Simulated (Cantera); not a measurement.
An isothermal plug-flow reactor at 598 K and 1.80 bar (inlet), inlet velocity 1.4 m/s, active area per volume 3800 1/m; feed H2 : O2 : N2 : H2O = 0.02 : 0.2 : 0.79 : 0.018 (molar parts).

Cantera simulation using Deutschmann's 1995 Pt surface mechanism with GRI-Mech 3.0 gas chemistry; the numbers are that mechanism's predictions, not measurements. Catalytic surfaces can have several steady states; this one follows from the mechanism file's or the stated starting coverage. Mass transfer to the wall is taken as infinitely fast.

Task: Predict: x(H2) at z = 0.0037 m; x(O2) at z = 0.0037 m; x(H2O) at z = 0.0037 m; θ(free Pt) at the exit; θ(O*) at the exit; θ(OH*) at the exit.

Result: 
```
Item                       Value
----------------------  --------
x(H2) at z = 0.0037 m   0.000374
x(O2) at z = 0.0037 m      0.187
x(H2O) at z = 0.0037 m    0.0369
θ(free Pt) at the exit   0.00332
θ(O*) at the exit          0.990
θ(OH*) at the exit       0.00651
```
